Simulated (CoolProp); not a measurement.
A single-stage vapour-compression cycle with neopentane: evaporating at 280.15 K (dew point), condensing at 334.15 K (bubble point), superheat 8 K, subcooling 2 K, compressor efficiency 0.65, no pressure losses. Each further row changes one setting.

Model: reference Helmholtz-energy equation of state, Lemmon 2006, in CoolProp. It is a short technical equation, of lower accuracy than the large ones.

```
case                              cooling COP  pressure ratio  discharge temperature (K)  refrigerating effect (kJ/kg)  volumetric capacity (kJ/m³)
--------------------------------  -----------  --------------  -------------------------  ----------------------------  ---------------------------
as stated                                   …            5.11                      340.9                           208                          601
evaporating temperature 285.15 K         2.95            4.26                          …                           215                          738
condensing temperature 329.15 K          2.93            4.50                      336.7                           220                          638
subcooling 7 K                           2.71            5.11                      340.9                           220                          638
superheat 18 K                              …            5.11                          …                           225                          626
compressor efficiency 0.55               2.16            5.11                      348.1                           208                          601
```

Problem. Some entries are withheld; supply them.

Solution. 
- as stated, cooling COP: 2.55
- evaporating temperature 285.15 K, discharge temperature (K): 340.4
- superheat 18 K, cooling COP: 2.64
- superheat 18 K, discharge temperature (K): 350.9
